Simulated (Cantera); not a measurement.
Charge: 1 mol Al2O3, 2.7 mol HI, 1.2 mol N2, at 13.3 mbar.

Equilibrium computed with Cantera from the NASA thermochemical tables; the gas is ideal and each condensed phase is pure. Candidate condensed phases: Al, AlI3, AlN, Al2O3, H2O, I2; 41 gas species. The numbers say what is thermodynamically allowed, not how fast it happens. All values below are at 1423 K.

Base state: I 0.428, N2 0.242, H2 0.217, HI 0.110, I2 0.00316, H2O 4.98e-5, AlI3 2.77e-5, H 2.68e-5 (mole fractions); condensed: Al2O3(s).

Problem. What changes in the equilibrium state with this change: HI from 2.7 to 0.41 mol?

Solution. 
```tsv
species	before	after
N2	0.242	0.673
I	0.428	0.195
H2	0.217	0.0980
HI	0.110	0.0337
AlI3	2.77e-5	4.97e-6
I2	0.00316	0.000656
H2O	4.98e-5	1.47e-5
H	2.68e-5	1.80e-5
Al2O3(s), mol	1.000	1.000
```
